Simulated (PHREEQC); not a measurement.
Solution A (0.16 mol/kgw H2SO4, 0.0086 mol/kgw ZnSO4 and 0.0001 mol/kgw NiSO4) is mixed with solution B (0.08 mol NiSO4, 0.046 mol NaCl and 4.1e-05 mol MnSO4 per kg of water) at 20 °C; shares are by mass of water, 1 kg in all. No oxygen is let in. No CO2 enters from the air. Solids allowed: Pyrochroite, Zn(OH)2-e, Zn4(OH)6SO4, Zn5(OH)8Cl2, Ni(OH)2, Ni4(OH)6SO4, Halite, Mirabilite, Goslarite, Morenosite. Others were left out.

Equilibrium calculation in PHREEQC: ion-association model, wateq4f.dat.

```
share of solution B    pH  HSO4- (mol/kgw)  Zn+2 (mol/kgw)
-------------------  ----  ---------------  --------------
0                    0.84            0.137         0.00521
0.1                  0.89            0.125         0.00462
0.2                  0.95            0.113         0.00405
0.3                  1.01            0.101         0.00348
0.4                  1.08           0.0882         0.00292
0.5                  1.17           0.0752         0.00237
0.6                  1.28           0.0617         0.00185
0.7                  1.42           0.0476         0.00134
0.8                  1.61           0.0327        0.000860
0.9                  1.92           0.0169        0.000411
1                    6.09          1.25e-6               0
```

Complexes and solids missing from the database can't appear.
